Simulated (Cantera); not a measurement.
Charge: 1 mol LiOH, 0.03 mol H2, equilibrated at 1425 K and 2630 Torr.

These are equilibrium values from Cantera (NASA tables, ideal gas, pure condensed phases), not measurements of a reactor. Candidate condensed phases: H2O, Li, LiH, LiOH, Li2O; 17 gas species. Mutual solubility and eutectic melting of coexisting phases are not modelled. Rates play no part.

Base state: H2 0.622, H2O 0.373, LiOH 0.00475, Li2(OH)2 0.000281 (mole fractions); condensed: LiOH(l) + Li2O(s).

### Question
What changes in the equilibrium state with this change: pressure from 2630 Torr to 1.00 Torr?

### Answer
```csv
species,before,after
H2O,0.373,0.634
LiOH,0.00475,0.317
H2,0.622,0.0466
Li2O,1.06e-7,0.000278
Li,3.35e-6,0.00184
OH,3.77e-8,1.20e-5
"LiOH(l), mol",0.964,0
"Li2O(s), mol",0.0180,0.399
```
